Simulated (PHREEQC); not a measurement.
Consider water at 20 °C with 0.0096 mol/kgw HF, 0.00017 mol/kgw CsF, 0.00097 mol/kgw H4SiO4 and 0.00016 mol/kgw H3PO4. Closed to the air; pH follows from the charge balance.

The numbers come from PHREEQC with the ion-association model, wateq4f.dat.

```csv
quantity,before,after
pH,2.58,3.07
ionic strength (mol/kgw),0.00390,0.000954
HF (mol/kgw),0.00306,0.000891
F- (mol/kgw),0.000914,0.000793
H2PO4- (mol/kgw),0.000120,2.87e-5
H3PO4 (mol/kgw),4.05e-5,3.26e-6
```

Problem. Name the change that produced these shifts.
A. CsF from 0.00017 to 0.0017 mol/kgw
B. H4SiO4 replaced by K2SiO3 at the same molality
C. diluted 5-fold with water
D. H3PO4 from 0.00016 to 0.00032 mol/kgw
E. diluted 100-fold with water

Solution. C, diluted 5-fold with water

Precipitation was switched off in this run. Some of these states are supersaturated (in Quartz (slow to form), for instance). H3PO4, which wateq4f.dat lacks, is added to it with the constant of phreeqc.dat. SiF6-2 is the database's only silicon fluoride.
